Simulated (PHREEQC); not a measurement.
# Acid mine or pickling water: speciation

Model water analysis in mg/kgw, 10 °C, pH 2.26, pe 12: Na 11.1; K 2.02; Ca 159; Mg 7.46; Cl 126; S(6) as SO4 791; Cu(2) 2.95; Br 2.24; N(5) as NO3 0.66.

Valence states are taken as typed.

The numbers come from PHREEQC with the ion-association model, wateq4f.dat.

The ionic strength is 0.0238 mol/kgw and the total alkalinity comes out as -7.71 meq/kg. The charge-balance error is -10.7 %.

```csv
species,molality,activity,log γ
H+,0.00621,0.00549,-0.053
SO4-2,0.00570,0.00323,-0.247
Cl-,0.00355,0.00306,-0.065
Ca+2,0.00299,0.00171,-0.242
HSO4-,0.00147,0.00127,-0.063
CaSO4,0.000948,0.000953,0.002
Na+,0.000476,0.000412,-0.062
Mg+2,0.000238,0.000138,-0.236
```

This is a speciation only: nothing precipitates in the calculation. Complexes and solids missing from the database can't appear. Away from 25 °C the constants follow the database's enthalpies or fits; those with neither stay at their 25 °C values.
